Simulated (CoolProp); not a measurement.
Computed with CoolProp (reference Helmholtz-energy equation of state, Zhou 2016).

Problem. For R245ca, give the phase and the expansivity (1/kK), fugacity coefficient at 332 K and 10 MPa; 365.7 K and 10 MPa; 399.4 K and 10 MPa.

Solution. 
- 332 K and 10 MPa: liquid; expansivity 1.82, fugacity coefficient 0.0417
- 365.7 K and 10 MPa: liquid; expansivity 2.13, fugacity coefficient 0.0936
- 399.4 K and 10 MPa: liquid; expansivity 2.64, fugacity coefficient 0.174
